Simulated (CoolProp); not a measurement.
Chlorine at several states: density (kg/m³) from the reference equation and from simpler models built on Tc = 416.9 K, pc = 76.42 bar, ω = 0.070; each cubic takes its own stable root.

Computed with CoolProp (reference Helmholtz-energy equation of state, Thol 2021).

```json
[
 {"T (K)": "384.6", "p (bar)": "3.9", "phase": "gas", "reference": "8.837"},
 {"T (K)": "279.7", "p (bar)": "0.55", "phase": "gas", "reference": "1.691"},
 {"T (K)": "414.4", "p (bar)": "200", "phase": "liquid", "reference": "1082"},
 {"T (K)": "216.2", "p (bar)": "200", "phase": "liquid", "reference": "1652"}
]
```

### Question
How far does each simpler model (Redlich-Kwong, Soave-Redlich-Kwong) lie from the reference over these 4 states: mean and median of the absolute difference, and the worst?

### Answer
- Redlich-Kwong: mean 4.4 %, median 3.7 %, worst -10.2 % at 414.4 K and 200 bar
- Soave-Redlich-Kwong: mean 4.5 %, median 3.9 %, worst -10.2 % at 414.4 K and 200 bar
